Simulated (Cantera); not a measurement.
A perfectly stirred reactor is fed with CH4 : CO2 : H2 = 1 : 0.37 : 0.8 (molar parts), at 4.30 bar; it is held at 1748 K, and followed from long to short residence time.

Cantera simulation using GRI-Mech 3.0 (53 species, 325 reactions); the numbers are that mechanism's predictions, not measurements. GRI-Mech 3.0 stops at C3 and has no aromatics, soot or wall deposition, so with more carbon than oxygen in the feed, carbon stays in small species such as C2H2 where larger ones or solid carbon would form.

**Question.** What does this change do: temperature 1748 to 1523 K?

**Answer.** 
| quantity | before | after |
|---|---|---|
| x(CH4) at τ = 5.00 s | 0.0513 | 0.203 |
| x(CO2) at τ = 5.00 s | 0.000728 | 0.0142 |
| x(H2) at τ = 5.00 s | 0.653 | 0.468 |
| x(CH3) at τ = 5.00 s | 0.000142 | 6.64e-5 |
| x(H2O2) at τ = 5.00 s | <1e-12 | <1e-12 |
| x(CH4) at τ = 15.0 ms | 0.150 | 0.429 |
| x(CO2) at τ = 15.0 ms | 0.0379 | 0.156 |
| x(H2) at τ = 15.0 ms | 0.516 | 0.380 |
| x(CH3) at τ = 15.0 ms | 0.000412 | 0.000104 |
| x(H2O2) at τ = 15.0 ms | <1e-12 | <1e-12 |

**Question.** What does this change do: CO2 0.37 to 1.7 parts?

**Answer.** 
| quantity | before | after |
|---|---|---|
| x(CH4) at τ = 5.00 s | 0.0513 | 0.00843 |
| x(CO2) at τ = 5.00 s | 0.000728 | 0.0360 |
| x(H2) at τ = 5.00 s | 0.653 | 0.389 |
| x(CH3) at τ = 5.00 s | 0.000142 | 3.01e-5 |
| x(H2O2) at τ = 5.00 s | <1e-12 | <1e-12 |
| x(CH4) at τ = 15.0 ms | 0.150 | 0.0834 |
| x(CO2) at τ = 15.0 ms | 0.0379 | 0.181 |
| x(H2) at τ = 15.0 ms | 0.516 | 0.223 |
| x(CH3) at τ = 15.0 ms | 0.000412 | 0.000344 |
| x(H2O2) at τ = 15.0 ms | <1e-12 | 3.97e-12 |
